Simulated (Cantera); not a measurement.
What does this Cantera script print?

```python
import numpy as np
import cantera as ct

gas_names = """
    C CH CH2 CH3 CH4 CN C2 C2H C2H2,acetylene C2H2,vinylidene C2H3,vinyl CH3CN C2H4 C2H5 C2H6 CCN CNC
    C2N2 C3 C3H3,propargyl C3H4,allene C3H4,propyne C3H4,cyclo- C3H5,allyl C3H6,propylene C3H6,cyclo-
    C3H7,n-propyl C3H7,i-propyl C3H8 C4 C4H2 C4H4,1,3-cyclo- C4H6,butadiene C4H6,2-butyne C4H6,cyclo-
    C4H8,1-butene C4H8,cis2-buten C4H8,tr2-butene C4H8,isobutene C4H8,cyclo- C4H9,n-butyl C4H9,i-butyl
    C4H9,s-butyl C4H9,t-butyl C4H10,isobutane C4H10,n-butane C4N2 C5 C5H6,1,3cyclo- C5H8,cyclo-
    C5H10,1-pentene C5H10,cyclo- C5H11,pentyl C5H11,t-pentyl C5H12,n-pentane C5H12,i-pentane
    CH3C(CH3)2CH3 C6H2 C6H5,phenyl C6H6 C6H10,cyclo- C6H12,1-hexene C6H12,cyclo- C6H13,n-hexyl
    C7H7,benzyl C7H8 C7H14,1-heptene C7H15,n-heptyl C7H16,n-heptane C8H8,styrene C8H10,ethylbenz
    C8H16,1-octene C8H17,n-octyl C8H18,isooctane C8H18,n-octane C9H19,n-nonyl C10H8,naphthale
    C10H21,n-decyl C12H9,o-bipheny C12H10,bipheny H HCN HCCN HNC H2 N NH NH2 NH3 N2 N2H2 N2H4
""".split()
cond_names = """
    C(gr) C6H6(L) C7H8(L) C8H18(L),n-octa
""".split()


def load(file, names, dense=False):
    # The tables refer to 1 bar. Condensed volumes are neglected.
    table = {s.name: s for s in ct.Species.list_from_file(file)}
    out = []
    for n in names:
        d = dict(table[n].input_data)
        d["thermo"] = dict(d["thermo"], **{"reference-pressure": 1e5})
        if dense:
            d["equation-of-state"] = {"model": "constant-volume", "density": "1e6 g/cm^3"}
        out.append(ct.Species.from_dict(d))
    return out


gas = ct.Solution(thermo="ideal-gas", species=load("nasa_gas.yaml", gas_names))
cond = {s.name: ct.Solution(thermo="fixed-stoichiometry", species=[s], name=s.name)
        for s in load("nasa_condensed.yaml", cond_names, dense=True)}
atoms = {
    'C3H8': {'C': 3, 'H': 8},
    'NH3': {'N': 1, 'H': 3},
}
top_T = {'C(gr)': 4500}  # K; cautious upper limits of use, not melting points


def equilibrate(T, P, feed):
    n = {}
    for name, mol in feed.items():
        for a, k in atoms[name].items():
            n[a] = n.get(a, 0.0) + k * mol
    gas.TPX = T, P, n
    mass = sum(n.values()) * gas.mean_molecular_weight
    gas.equilibrate("TP")
    valid = [c for c in cond.values() if c.min_temp <= T <= top_T.get(c.name, c.max_temp)]
    mix = ct.Mixture([(gas, mass / gas.mean_molecular_weight)] + [(c, 0.0) for c in valid])
    mix.T, mix.P = T, P
    mix.equilibrate("TP", solver="vcs", rtol=1e-11, max_steps=5000)
    return mix


results = []
feed = {'C3H8': 1, 'NH3': 0.64}  # mol
T = 1473.15  # K
P = 133.322  # Pa
mix = equilibrate(T, P, feed)
results.append((T, P, feed, dict(zip(mix.species_names, mix.species_moles))))
print(gas.report(threshold=0.001))
for i in range(1, mix.n_phases):
    print(f"{mix.phase(i).name:16s} {mix.phase_moles(i):12.5e} mol")
```

It prints:

```
       temperature   1473.2 K
          pressure   133.32 Pa
           density   3.9117e-05 kg/m^3
  mean mol. weight   3.5938 kg/kmol
   phase of matter   gas

                          1 kg             1 kmol
                     ---------------   ---------------
          enthalpy        9.9309e+06        3.5689e+07  J
   internal energy        6.5227e+06        2.3441e+07  J
           entropy             66535        2.3911e+05  J/K
    Gibbs function       -8.8085e+07       -3.1656e+08  J
 heat capacity c_p            9015.4             32399  J/K
 heat capacity c_v            6701.8             24085  J/K

                      mass frac. Y      mole frac. X     chem. pot. / RT
                     ---------------   ---------------   ---------------
                H2           0.52673           0.93895           -25.233
                N2           0.47153          0.060491           -35.382
     [  +90 minor]         0.0017408        0.00055695

C(gr)             2.99880e+00 mol
```

Method: chemical equilibrium by Gibbs-energy minimisation in Cantera with the NASA 1993 tables (ideal gas, pure condensed phases).
